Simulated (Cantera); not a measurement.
A closed system holds: 1 mol CuO, 2.6 mol CH4, 0.12 mol H2.

These are equilibrium values from Cantera (NASA tables, ideal gas, pure condensed phases), not measurements of a reactor. Candidate condensed phases: C, C6H6, C7H8, C8H18, Cu, CuO, Cu(OH)2, Cu2O, H2O; 113 gas species. Equilibrium is a limit: real reactors are often held back by kinetics, nucleation or transport.

Stable condensed phases, one row left out:

```
T in °C \ P in Pa
              10      36     130     460    1700    6000   22000   77000  280000 1000000
   1977        A       A       A       A       A       A       A       B       B       B
   1902        A       A       A       A       A       A       B       B       B       B
   1827        A       A       A       A       A       A       B       B       B       B
   1677        A       A       A       A       A       B       B       B       B       B
   1602        A       A       A       A       B       B       B       B       B       B
   1527        A       A       A       B       B       B       B       B       B       B
   1452        A       A       A       B       B       B       B       B       B       B
   1377        A       A       B       B       B       B       B       B       B       B
   1302        A       B       B       B       B       B       B       B       B       B
   1227        B       B       B       B       B       B       B       B       B       B
   1152        B       B       B       B       B       B       B       B       B       B
   1077        B       B       B       B       B       B       B       B       B       B
   1002        B       B       B       B       B       B       B       B       B       B
```

A: C; B: C + Cu.

Task: Give the row for 1752 °C.

Result: 10: C; 36: C; 130: C; 460: C; 1700: C; 6000: C + Cu; 22000: C + Cu; 77000: C + Cu; 280000: C + Cu; 1000000: C + Cu.
